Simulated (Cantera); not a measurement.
A freely propagating, adiabatic, planar premixed flame of 8.90 % CH₄, 19.1 % O₂, 72.0 % N₂, equivalence ratio 0.93, unburnt at 375 K and 0.300 bar; unity-Lewis-number transport, grid criteria slope 0.08 and curve 0.16, no radiation.

Cantera simulation using GRI-Mech 3.0 (53 species, 325 reactions); the numbers are that mechanism's predictions, not measurements. Unity Lewis numbers drop preferential diffusion, which matters most where H2 and H carry the flame. Burning velocities carry a grid error of a few per cent, more on coarse grids.

x: mole fraction of selected species; z is measured from the peak of heat release.

| z (mm) | T (K) | u (m/s) | x CH₄ | x O₂ | x CH₂ | x C₂H₂ | x H₂O | x NO |
|---|---|---|---|---|---|---|---|---|
| -3.90 | 375 | 0.517 | 0.0890 | 0.191 | <1e-8 | <1e-8 | 8.89e-6 | <1e-8 |
| -2.60 | 377 | 0.519 | 0.0889 | 0.191 | <1e-8 | 3.91e-8 | 0.000145 | <1e-8 |
| -1.95 | 385 | 0.530 | 0.0884 | 0.190 | <1e-8 | 2.45e-7 | 0.000910 | ? |
| -1.30 | 442 | 0.610 | 0.0849 | 0.185 | <1e-8 | 1.69e-6 | 0.00627 | ? |
| -0.650 | 822 | 1.15 | 0.0606 | 0.149 | 2.32e-8 | 1.19e-5 | 0.0441 | ? |
| -0.325 | 1224 | 1.72 | 0.0324 | 0.106 | 3.51e-6 | 2.46e-5 | 0.0880 | ? |
| 0 | 1622 | 2.32 | 0.00563 | 0.0579 | 3.17e-5 | 3.27e-5 | 0.134 | ? |
| 0.325 | 1749 | 2.51 | 0.000182 | 0.0372 | 2.39e-6 | 2.59e-6 | 0.147 | ? |
| 0.650 | 1785 | 2.55 | 3.29e-6 | 0.0326 | 4.93e-8 | 4.07e-8 | 0.148 | ? |
| 1.30 | 1835 | 2.61 | <1e-8 | 0.0297 | <1e-8 | <1e-8 | 0.148 | ? |
| 2.60 | 1902 | 2.69 | <1e-8 | 0.0273 | <1e-8 | <1e-8 | 0.152 | ? |
| 5.20 | 1979 | 2.79 | <1e-8 | 0.0248 | <1e-8 | <1e-8 | 0.157 | ? |
| 10.4 | 2053 | 2.88 | <1e-8 | 0.0221 | <1e-8 | <1e-8 | 0.163 | ? |

**Question.** Some entries are withheld; supply them.

**Answer.** 
- -1.95, x NO: 3.37e-8
- -1.30, x NO: 2.52e-7
- -0.650, x NO: 2.18e-6
- -0.325, x NO: 4.59e-6
- 0, x NO: 7.97e-6
- 0.325, x NO: 1.13e-5
- 0.650, x NO: 1.34e-5
- 1.30, x NO: 1.62e-5
- 2.60, x NO: 2.05e-5
- 5.20, x NO: 2.79e-5
- 10.4, x NO: 4.12e-5
